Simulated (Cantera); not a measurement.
# Silicon nitride deposition: SiCl4 + N2

Input: 1 mol SiCl4, 2.8 mol N2, equilibrated at 8.50 Pa.

Equilibrium computed with Cantera from the NASA thermochemical tables; the gas is ideal and each condensed phase is pure. Candidate condensed phases: Si, Si3N4; 13 gas species. The tables' values for SiCl3 are old estimates; treat these amounts as uncertain. Kinetics and transport are ignored.

From 502 °C to 952 °C nothing is condensed. The main Si-bearing gas is SiCl4 throughout.

```tsv
T (°C)	log p N2	log p SiCl4	log p Cl	log p SiCl3	log p SiCl2	log p Cl2
502	-4.20	-4.65	-11.64	-11.57	<-16	-12.70
552	-4.20	-4.65	-10.82	-10.78	-14.96	-12.07
602	-4.20	-4.65	-10.10	-10.07	-13.73	-11.53
652	-4.20	-4.65	-9.46	-9.44	-12.63	-11.05
702	-4.20	-4.65	-8.89	-8.87	-11.65	-10.62
752	-4.20	-4.65	-8.37	-8.36	-10.76	-10.24
802	-4.20	-4.65	-7.90	-7.90	-9.95	-9.89
852	-4.20	-4.65	-7.47	-7.48	-9.22	-9.57
902	-4.20	-4.65	-7.08	-7.10	-8.56	-9.27
952	-4.20	-4.65	-6.71	-6.76	-7.96	-8.99
```
log p: log10 of the partial pressure in bar; nothing condenses.
